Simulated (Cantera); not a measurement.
A freely propagating, adiabatic, planar premixed flame of CH4 : H2 : O2 : N2 = 1 : 0.041 : 2.77 : 10.4 (molar parts), unburnt at 575 K and 3300 Torr; mixture-averaged transport, grid criteria slope 0.08 and curve 0.16, no radiation.

Model: GRI-Mech 3.0 (53 species, 325 reactions), integrated in Cantera. Burning velocities carry a grid error of a few per cent, more on coarse grids.

x: mole fraction of selected species; z is measured from the peak of heat release.

```
z (mm)   T (K)  u (m/s)     x CH4      x H2    x O2  x H2O2    x HCO     x CH3
-------  -----  -------  --------  --------  ------  ------  -------  --------
-0.434     576    0.467    0.0703   0.00318   0.195       …    <1e-8   1.30e-8
-0.289     583    0.473    0.0697   0.00357   0.194       …    <1e-8   1.08e-7
-0.217     603    0.489    0.0685   0.00396   0.193       …    <1e-8   3.92e-7
-0.145     693    0.564    0.0630   0.00462   0.186       …    <1e-8   3.14e-6
-0.0724   1057    0.867    0.0418   0.00555   0.153       …  1.36e-7  0.000108
-0.0362   1401     1.15    0.0219   0.00596   0.119       …  3.31e-6  0.000611
0         1740     1.43   0.00413   0.00514  0.0822       …  1.37e-5  0.000679
0.0362    1888     1.55  0.000161   0.00302  0.0642       …  2.34e-6   4.47e-5
0.0724    1953     1.60   4.40e-6   0.00211  0.0588       …  9.02e-8   1.42e-6
0.145     2020     1.64     <1e-8   0.00134  0.0553       …    <1e-8     <1e-8
0.289     2068     1.68     <1e-8  0.000626  0.0537       …    <1e-8     <1e-8
0.579     2090     1.69     <1e-8  0.000259  0.0532       …    <1e-8     <1e-8
1.16      2095     1.70     <1e-8  0.000177  0.0531       …    <1e-8     <1e-8
```

Q: Some entries are withheld; supply them.

A: 
- -0.434, x H2O2: 1.32e-7
- -0.289, x H2O2: 1.15e-6
- -0.217, x H2O2: 4.03e-6
- -0.145, x H2O2: 1.76e-5
- -0.0724, x H2O2: 5.47e-5
- -0.0362, x H2O2: 2.82e-5
- 0, x H2O2: 2.36e-6
- 0.0362, x H2O2: 9.18e-7
- 0.0724, x H2O2: 7.10e-7
- 0.145, x H2O2: 4.85e-7
- 0.289, x H2O2: 2.97e-7
- 0.579, x H2O2: 1.97e-7
- 1.16, x H2O2: 1.75e-7
